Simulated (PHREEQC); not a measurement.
A made-up water analysis in mg/L, 25 °C, pH 6.62, pe 11.2:

| constituent | mg/L |
|---|---|
| Na | 1.58 |
| K | 0.188 |
| Ca | 3.75 |
| Mg | 1.45 |
| Cl | 2.51 |
| S(6) as SO4 | 4.68 |
| Alkalinity as HCO3 | 13.5 |
| O(0) (dissolved oxygen) | 0.00823 |
| N(5) as NO3 | 0.00719 |
| Pb | 0.0176 |
| B | 0.0371 |
| Li | 0.00299 |

Valence states are taken as typed.

All values are PHREEQC results (ion-association model, phreeqc.dat), not measurements.

```csv
quantity,before,after
HCO3- (mol/kgw),0.000221,0.000220
CO2 (mol/kgw),0.000116,3.66e-5
CaSO4 (mol/kgw),6.30e-7,6.30e-7
MgSO4 (mol/kgw),5.29e-7,5.29e-7
CaHCO3+ (mol/kgw),2.34e-7,2.34e-7
MgHCO3+ (mol/kgw),1.37e-7,1.37e-7
SI of Cerussite (PbCO3),-1.65,-1.41
SI of Pb(OH)2 (Pb(OH)2),-2.31,-1.57
```

Q: Name the change that produced these shifts.
A) all concentrations times 3 at the same typed pH
B) pH from 6.62 to 7.12 at the same alkalinity
C) pH from 6.62 to 6.92 at the same alkalinity
D) N(5) from 0.00719 to 0.0216 mg/L

A: B, pH from 6.62 to 7.12 at the same alkalinity

This is a speciation only: nothing precipitates in the calculation.
